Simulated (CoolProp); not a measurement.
n-pentane at 298.15 K and 0.301 MPa is throttled through a valve to 0.201 MPa with no heat exchange. Each further row changes one setting.

Computed with CoolProp (reference Helmholtz-energy equation of state, Thol 2019).

```json
[
 {"case": "as stated", "temperature change (K)": "+0.0", "final phase": "liquid", "final density (kg/m³)": "621"},
 {"case": "outlet pressure 0.0603 MPa", "temperature change (K)": "-3.3", "final phase": "two-phase, vapour fraction 0.021", "final density (kg/m³)": "75.4"},
 {"case": "outlet pressure 0.261 MPa", "temperature change (K)": "+0.0", "final phase": "liquid", "final density (kg/m³)": "621"}
]
```
